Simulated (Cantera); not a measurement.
A closed system holds: 1 mol Si, 0.57 mol HCl, 1.9 mol H2, held at 1027 °C and 210000 Pa.

These are equilibrium values from Cantera (NASA tables, ideal gas, pure condensed phases), not measurements of a reactor. Candidate condensed phases: Si; 19 gas species. The tables' values for SiCl3 are old estimates; treat these amounts as uncertain. The numbers say what is thermodynamically allowed, not how fast it happens.

Base state: H2 0.893, HCl 0.0467, SiCl4 0.0245, SiHCl3 0.0213, SiCl2 0.00652, SiCl3 0.00519, SiH2Cl2 0.00262, SiH3Cl 9.04e-5 (mole fractions); condensed: Si(s).

Q: What changes in the equilibrium state with this change: H2 from 1.9 to 0.64 mol?

A: 
```csv
species,before,after
H2,0.893,0.803
SiCl4,0.0245,0.0690
HCl,0.0467,0.0574
SiHCl3,0.0213,0.0440
SiCl3,0.00519,0.0113
SiCl2,0.00652,0.0109
SiH2Cl2,0.00262,0.00395
SiH3Cl,9.04e-5,9.99e-5
"Si(s), mol",0.858,0.850
```

Q: What changes in the equilibrium state with this change: temperature from 1027 °C to 875 °C?

A: 
```tsv
species	before	after
H2	0.893	0.913
SiCl4	0.0245	0.0321
SiHCl3	0.0213	0.0273
HCl	0.0467	0.0215
SiCl2	0.00652	0.00111
SiCl3	0.00519	0.00180
Si(s), mol	0.858	0.848
```

Q: What changes in the equilibrium state with this change: pressure from 210000 Pa to 390000 Pa?

A: 
| species | before | after |
|---|---|---|
| H2 | 0.893 | 0.897 |
| HCl | 0.0467 | 0.0402 |
| SiHCl3 | 0.0213 | 0.0250 |
| SiCl4 | 0.0245 | 0.0245 |
| SiH3Cl | 9.04e-5 | 0.000145 |
| SiH2Cl2 | 0.00262 | 0.00359 |
| SiCl2 | 0.00652 | 0.00479 |
| SiCl3 | 0.00519 | 0.00445 |
| Si(s), mol | 0.858 | 0.854 |
